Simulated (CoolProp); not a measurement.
Ammonia along the isotherm 313.9 K: fugacity coefficient from the reference equation and from simpler models built on Tc = 405.6 K, pc = 11360 kPa, ω = 0.256; each cubic takes its own stable root.

Model: reference Helmholtz-energy equation of state, Gao 2020, in CoolProp.

| p (kPa) | phase | reference | Soave-Redlich-Kwong | Peng-Robinson |
|---|---|---|---|---|
| 180 | gas | 0.9849 | 0.9880 | 0.9872 |
| 280 | gas | 0.9765 | 0.9813 | 0.9802 |
| 436 | gas | 0.9634 | 0.9710 | 0.9692 |
| 678 | gas | 0.9431 | 0.9549 | 0.9522 |
| 1060 | gas | 0.9109 | 0.9296 | 0.9255 |
| 1640 | liquid | 0.8388 | 0.8752 | 0.8609 |
| 2560 | liquid | 0.5430 | 0.5681 | 0.5579 |
| 3990 | liquid | 0.3540 | 0.3720 | 0.3645 |
| 6210 | liquid | 0.2332 | 0.2467 | 0.2408 |
| 9670 | liquid | 0.1556 | 0.1664 | 0.1615 |
| 15100 | liquid | 0.1058 | 0.1149 | 0.1106 |
| 23400 | liquid | 0.07478 | 0.08316 | 0.07896 |
| 36500 | liquid | 0.05520 | 0.06364 | 0.05924 |
| 56800 | liquid | 0.04394 | 0.05347 | 0.04831 |
